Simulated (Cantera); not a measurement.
Feed: 1 mol Si, 3 mol HCl, a varied amount of N₂, held at 577 °C and 5.30 Pa.

These are equilibrium values from Cantera (NASA tables, ideal gas, pure condensed phases), not measurements of a reactor. Candidate condensed phases: NH₄Cl, Si, Si₃N₄; 28 gas species. N₂ is the only nitrogen source here; it is nearly inert below about 1500 K, so the nitride shown seldom forms there in practice. The tables' values for SiCl₃ are old estimates; treat these amounts as uncertain. Equilibrium is a limit: real reactors are often held back by kinetics, nucleation or transport.

x: gas mole fraction; n: condensed amount in mol.

```csv
n(N₂) (mol),x N₂,x HCl,x H₂,x SiCl₄,x SiHCl₃,n Si₃N₄(s)
2.2,0.391,0.408,0.134,0.0671,…,0.234
3.8,0.548,0.318,0.0892,0.0446,…,0.243
6.7,0.692,0.227,0.0541,0.0270,…,0.253
12,0.805,0.150,0.0301,0.0151,…,0.262
21,0.879,0.0963,0.0163,0.00816,…,0.270
36,0.926,0.0609,0.00876,0.00438,…,0.277
63,0.956,0.0370,0.00448,0.00224,…,0.285
```

**Question.** Complete the blanks.

**Answer.** 
- 2.2, x SiHCl₃: 3.66e-5
- 3.8, x SiHCl₃: 2.08e-5
- 6.7, x SiHCl₃: 1.07e-5
- 12, x SiHCl₃: 5.01e-6
- 21, x SiHCl₃: 2.30e-6
- 36, x SiHCl₃: 1.05e-6
- 63, x SiHCl₃: 4.50e-7
